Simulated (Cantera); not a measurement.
A Cantera script and its output.

```python
import numpy as np
import cantera as ct

gas = ct.Solution("gri30.yaml")


def delay(T, t_max=10):
    gas.TPX = T, 1000000, {'CO': 1, 'H2': 0.048, 'CH4': 0.71, 'O2': 1.5, 'N2': 9.72}
    reactor = ct.IdealGasConstPressureReactor(gas, clone=False)
    net = ct.ReactorNet([reactor])
    net.rtol, net.atol = 1e-8, 1e-16
    while net.time < t_max:
        t_old, T_old = net.time, reactor.T
        net.step()
        if reactor.T > T + 400:  # ignition: a rise of 400 K
            return t_old + (T + 400 - T_old) / (reactor.T - T_old) * (net.time - t_old)
    return np.nan


taus = []
for T in [1048, 1098, 1148, 1198, 1248, 1298]:
    taus.append(delay(T))
    print(f"T0 = {T:6g} K   tau = {taus[-1]:.4e} s")
```

Result:

```
T0 =   1048 K   tau = 5.5365e-02 s
T0 =   1098 K   tau = 2.8086e-02 s
T0 =   1148 K   tau = 1.4734e-02 s
T0 =   1198 K   tau = 7.9251e-03 s
T0 =   1248 K   tau = 4.3533e-03 s
T0 =   1298 K   tau = 2.4373e-03 s
```

Computed with Cantera and GRI-Mech 3.0 (53 species, 325 reactions).
